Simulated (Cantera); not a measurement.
What does this Cantera script print?

```python
import numpy as np
import cantera as ct

gas_names = """
    Cr CrN CrO CrO2 CrO3 H HNO HNO2 HNO3 HO2 H2 H2O H2O2 N NH NH2 NH3 NH2OH NO NO2 NO3 N2 N2H2 N2H4 N2O
    O OH O2 O3
""".split()
cond_names = """
    Cr(cr) Cr(L) CrN(s) Cr2N(s) Cr2O3(s) Cr2O3(L) H2O(s) H2O(L)
""".split()


# ... load() reads the species with a 1 bar reference pressure and builds the phases ...
atoms = {
    'Cr': {'Cr': 1},
    'H2O': {'H': 2, 'O': 1},
    'N2': {'N': 2},
}
top_T = {'CrN(s)': 1900, 'Cr2N(s)': 1900}  # K; cautious upper limits of use, not melting points


# ... equilibrate(T, P, feed) seeds the gas with the atoms and calls Mixture.equilibrate('TP', solver="vcs", rtol=1e-11, max_steps=5000) ...
results = []
feed = {'Cr': 1, 'H2O': 0.46, 'N2': 3.3}  # mol
P = 2  # Pa
for T in [2225, 2250, 2275, 2300, 2325, 2350, 2375, 2400, 2425, 2450, 2475, 2500, 2525]:
    mix = equilibrate(T, P, feed)
    results.append((T, P, feed, dict(zip(mix.species_names, mix.species_moles))))

top = {s: max(r[3][s] / sum(r[3][g] for g in gas_names) for r in results) for s in gas_names}
cols = sorted((s for s in top if top[s] > 0.001), key=lambda s: -top[s])[:9]
seen = [c for c in cond_names if any(r[3].get(c, 0) > 1e-12 for r in results)]
print("log10 of partial pressures in bar; condensed amounts in mol")
print(f"{'T/K':>10s}" + "".join(f"{s[:9]:>10s}" for s in cols + seen))
for T, P, feed, n in results:
    ng = sum(n[g] for g in gas_names)
    print(f"{T:10.4g}" + "".join(f"{np.log10(max(n[s] / ng * P / 1e5, 1e-99)):10.3f}" for s in cols)
          + "".join(f"{n.get(c, 0):10.4g}" for c in seen))
```

Result:

```
log10 of partial pressures in bar; condensed amounts in mol
       T/K        N2        Cr         H         O       CrO        H2        OH        O2       H2O
      2225    -4.914    -5.502    -5.544    -6.083    -6.282    -6.710    -7.091    -7.167    -7.418
      2250    -4.917    -5.495    -5.531    -6.030    -6.345    -6.804    -7.142    -7.195    -7.592
      2275    -4.920    -5.489    -5.522    -5.986    -6.415    -6.901    -7.202    -7.237    -7.774
      2300    -4.923    -5.483    -5.514    -5.950    -6.490    -7.000    -7.270    -7.291    -7.963
      2325    -4.925    -5.478    -5.509    -5.919    -6.570    -7.100    -7.343    -7.356    -8.157
      2350    -4.927    -5.473    -5.504    -5.895    -6.653    -7.201    -7.421    -7.429    -8.354
      2375    -4.928    -5.470    -5.501    -5.875    -6.740    -7.301    -7.502    -7.509    -8.553
      2400    -4.930    -5.466    -5.499    -5.859    -6.829    -7.400    -7.586    -7.594    -8.753
      2425    -4.931    -5.464    -5.497    -5.846    -6.920    -7.499    -7.672    -7.683    -8.952
      2450    -4.932    -5.462    -5.495    -5.836    -7.011    -7.596    -7.759    -7.775    -9.151
      2475    -4.932    -5.460    -5.494    -5.827    -7.103    -7.692    -7.846    -7.869    -9.348
      2500    -4.933    -5.459    -5.493    -5.821    -7.195    -7.787    -7.933    -7.964    -9.543
      2525    -4.933    -5.458    -5.492    -5.816    -7.287    -7.880    -8.020    -8.059    -9.736
```

Cantera equilibrium calculation (NASA polynomials, part measured and part estimated; ideal gas, pure solids and liquids).
